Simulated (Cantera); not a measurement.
Input: 1 mol SiC, 0.052 mol H2O, 710 mol H2, at 0.00825 Torr.

Equilibrium computed with Cantera from the NASA thermochemical tables; the gas is ideal and each condensed phase is pure. Candidate condensed phases: C, C6H6, C7H8, C8H18, H2O, Si, SiC, SiO2; 123 gas species. Equilibrium is a limit: real reactors are often held back by kinetics, nucleation or transport. All values below are at 1748 K.

Base state: H2 0.932, H 0.0665, Si 0.00133, C2H2 (acetylene) 0.000105, CO 7.05e-5, SiC2 1.42e-5 (mole fractions); condensed: C(graphite).

Question: What changes in the equilibrium state with this change: SiC replaced by Si?

Answer: 
```tsv
species	before	after
H2	0.932	0.932
H	0.0665	0.0665
Si	0.00133	0.00128
C2H2 (acetylene)	0.000105	0
SiO	1.79e-7	7.07e-5
CO	7.05e-5	0
SiC2	1.42e-5	0
C(graphite), mol	0.768	0
```
